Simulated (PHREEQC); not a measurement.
A column of 0.1 m (40 cells, dispersivity 0.008 m, 3600 s a shift, diffusion coefficient 3e-10 m²/s) holds 0.008 eq of the database's cation exchanger X per kg of pore water, first in equilibrium with 0.52 mmol/kgw MnCl2, 2.1 mmol/kgw Na2SO4 and 0.01 mmol/kgw HCl. It is flushed with 11 mmol/kgw KBr, 0.41 mmol/kgw KCl and 0.01 mmol/kgw HCl, at 15 °C. Values are for the last cell. No CO2 enters from the air. No solid was allowed to form.

The numbers come from PHREEQC with the ion-association model, phreeqc.dat.

| pore volumes | Br in solution (mol/kgw) | K in solution (mol/kgw) | S in solution (mol/kgw) | Na in solution (mol/kgw) | Mn in solution (mol/kgw) | MnX2 on the exchanger (mol/kgw) | NaX on the exchanger (mol/kgw) |
|---|---|---|---|---|---|---|---|
| 0 | 0 | 0 | 0.00210 | 0.00420 | 0.000520 | 0.00359 | 0.000817 |
| 0.3875 | 0.000116 | (withheld) | 0.00208 | 0.00424 | 0.000533 | 0.00359 | 0.000813 |
| 0.6375 | 0.00185 | 0.000142 | 0.00175 | (withheld) | 0.000951 | (withheld) | 0.000605 |
| 1.012 | 0.00648 | (withheld) | 0.000863 | 0.00250 | 0.00196 | 0.00329 | 0.000230 |
| 1.387 | 0.00933 | 0.00573 | 0.000318 | 0.00104 | 0.00185 | (withheld) | 8.79e-5 |
| 1.637 | 0.0102 | 0.00734 | 0.000152 | 0.000539 | 0.00154 | (withheld) | 4.60e-5 |
| 2.013 | 0.0108 | 0.00886 | 4.72e-5 | 0.000190 | 0.00111 | 0.00187 | 1.71e-5 |
| 2.388 | 0.0109 | 0.00970 | 1.41e-5 | 6.52e-5 | 0.000803 | 0.00152 | 6.24e-6 |
| 2.638 | 0.0110 | 0.0101 | 6.27e-6 | 3.17e-5 | 0.000654 | 0.00134 | 3.15e-6 |
| 3.013 | 0.0110 | 0.0104 | 1.83e-6 | 1.07e-5 | 0.000489 | 0.00110 | 1.12e-6 |
| 3.388 | 0.0110 | 0.0107 | 5.32e-7 | 3.59e-6 | 0.000374 | 0.000914 | 3.91e-7 |
| 3.638 | 0.0110 | 0.0108 | 2.33e-7 | 1.74e-6 | 0.000315 | 0.000807 | (withheld) |
| 4.013 | 0.0110 | 0.0109 | 6.72e-8 | 5.84e-7 | 0.000246 | 0.000669 | 6.70e-8 |

### Question
What belongs in the gaps?

### Answer

- 0.3875, K in solution (mol/kgw): 2.66e-7
- 0.6375, Na in solution (mol/kgw): 0.00423
- 0.6375, MnX2 on the exchanger (mol/kgw): 0.00364
- 1.012, K in solution (mol/kgw): 0.00245
- 1.387, MnX2 on the exchanger (mol/kgw): 0.00267
- 1.637, MnX2 on the exchanger (mol/kgw): 0.00231
- 3.638, NaX on the exchanger (mol/kgw): 1.93e-7

Complexes and solids missing from the database can't appear.
